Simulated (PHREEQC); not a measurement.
Make-up at 25 °C: 0.016 mol HF, 0.016 mol NH3 and 0.17 mol NaCl per kg of water. Closed to the air; pH follows from the charge balance.

The numbers come from PHREEQC with the ion-association model, wateq4f.dat.

```tsv
quantity	before	after
pH	6.21	10.71
SI of Halite (NaCl)	-3.39	-3.39
```

Name the change that produced these shifts.
(A) HF left out
(B) NH3 left out
(C) diluted 2-fold with water
(D) temperature from 25 to 90 °C
(E) 0.05 mol/kgw H2S added

A, HF left out

Precipitation was switched off in this run.
